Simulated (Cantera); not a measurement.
**Equilibrium for silicon oxide and oxynitride deposition: Si₂H₆ + NO**

Input: 1 mol Si₂H₆, 0.71 mol NO, equilibrated at 7.40 mbar.

Equilibrium computed with Cantera from the NASA thermochemical tables; the gas is ideal and each condensed phase is pure. Candidate condensed phases: H₂O, Si, SiO₂, Si₂N₂O, Si₃N₄; 35 gas species. The feed counts by its element totals alone. Kinetics and transport are ignored.

From 275 °C to 525 °C the condensed part is Si(s) + SiO₂(α-quartz) + Si₂N₂O(s). From 575 °C to 675 °C the condensed part is Si(s) + SiO₂(β-quartz) + Si₂N₂O(s).

| T (°C) | log p H₂ | log p SiO | log p H | log p SiH₄ | n Si(s) | n SiO₂(α-quartz) | n Si₂N₂O(s) | n SiO₂(β-quartz) |
|---|---|---|---|---|---|---|---|---|
| 275 | -2.13 | <-14 | <-14 | -11.72 | 1.11 | 0.177 | 0.355 | 0 |
| 325 | -2.13 | <-14 | <-14 | -11.51 | 1.11 | 0.177 | 0.355 | 0 |
| 375 | -2.13 | <-14 | <-14 | -11.33 | 1.11 | 0.177 | 0.355 | 0 |
| 425 | -2.13 | <-14 | <-14 | -11.19 | 1.11 | 0.177 | 0.355 | 0 |
| 475 | -2.13 | <-14 | -13.61 | -11.06 | 1.11 | 0.177 | 0.355 | 0 |
| 525 | -2.13 | -13.89 | -12.64 | -10.96 | 1.11 | 0.177 | 0.355 | 0 |
| 575 | -2.13 | -12.54 | -11.79 | -10.86 | 1.11 | 0 | 0.355 | 0.177 |
| 625 | -2.13 | -11.35 | -11.03 | -10.78 | 1.11 | 0 | 0.355 | 0.177 |
| 675 | -2.13 | -10.28 | -10.35 | -10.71 | 1.11 | 0 | 0.355 | 0.177 |
log p: log10 of the partial pressure in bar; n: condensed amount in mol.
